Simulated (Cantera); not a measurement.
**Equilibrium for chemical vapour transport: Fe3O4 + HCl + O2**

Input: 1 mol Fe3O4, 0.19 mol HCl, 1.8 mol O2, at 38.0 mbar.

Method: chemical equilibrium by Gibbs-energy minimisation in Cantera with the NASA 1993 tables (ideal gas, pure condensed phases). Candidate condensed phases: Fe, FeCl2, FeCl3, FeO, Fe(OH)2, Fe(OH)3, Fe2O3, Fe3O4, H2O; 22 gas species. Condensed phases not in the tables: FeOCl. Equilibrium is a limit: real reactors are often held back by kinetics, nucleation or transport.

From 450 °C to 1250 °C the condensed part is Fe2O3(s). The main Fe-bearing gas is FeCl3 at 450 °C and FeCl2 at 1250 °C.

```json
[
 {"T (°C)": "450", "x O2": "0.889", "x HCl": "0.0379", "x H2O": "0.0366", "x Cl2": "0.0366", "x Cl": "1.27e-6", "x FeCl2": "3.64e-11", "x FeCl3": "6.29e-8", "x OH": "1.28e-10", "n Fe2O3(s)": "1.50"},
 {"T (°C)": "550", "x O2": "0.889", "x HCl": "0.0535", "x H2O": "0.0286", "x Cl2": "0.0286", "x Cl": "1.36e-5", "x FeCl2": "5.74e-9", "x FeCl3": "9.30e-7", "x OH": "3.00e-9", "n Fe2O3(s)": "1.50"},
 {"T (°C)": "650", "x O2": "0.890", "x HCl": "0.0660", "x H2O": "0.0222", "x Cl2": "0.0221", "x Cl": "8.53e-5", "x FeCl2": "2.70e-7", "x FeCl3": "6.67e-6", "x OH": "3.45e-8", "n Fe2O3(s)": "1.50"},
 {"T (°C)": "750", "x O2": "0.890", "x HCl": "0.0752", "x H2O": "0.0174", "x Cl2": "0.0172", "x Cl": "0.000366", "x FeCl2": "5.51e-6", "x FeCl3": "2.93e-5", "x OH": "2.42e-7", "n Fe2O3(s)": "1.50"},
 {"T (°C)": "850", "x O2": "0.890", "x HCl": "0.0815", "x H2O": "0.0142", "x Cl2": "0.0134", "x Cl": "0.00119", "x FeCl2": "6.12e-5", "x FeCl3": "9.05e-5", "x OH": "1.20e-6", "n Fe2O3(s)": "1.50"},
 {"T (°C)": "950", "x O2": "0.889", "x HCl": "0.0851", "x H2O": "0.0123", "x Cl2": "0.0100", "x Cl": "0.00307", "x FeCl2": "0.000416", "x FeCl3": "0.000203", "x OH": "4.63e-6", "n Fe2O3(s)": "1.50"},
 {"T (°C)": "1050", "x O2": "0.888", "x HCl": "0.0853", "x H2O": "0.0120", "x Cl2": "0.00660", "x Cl": "0.00633", "x FeCl2": "0.00176", "x FeCl3": "0.000307", "x OH": "1.53e-5", "n Fe2O3(s)": "1.50"},
 {"T (°C)": "1150", "x O2": "0.886", "x HCl": "0.0813", "x H2O": "0.0138", "x Cl2": "0.00355", "x Cl": "0.0104", "x FeCl2": "0.00464", "x FeCl3": "0.000294", "x OH": "4.66e-5", "n Fe2O3(s)": "1.50"},
 {"T (°C)": "1250", "x O2": "0.884", "x HCl": "0.0736", "x H2O": "0.0175", "x Cl2": "0.00165", "x Cl": "0.0142", "x FeCl2": "0.00846", "x FeCl3": "0.000198", "x OH": "0.000129", "n Fe2O3(s)": "1.49"}
]
```
x: gas mole fraction; n: condensed amount in mol.
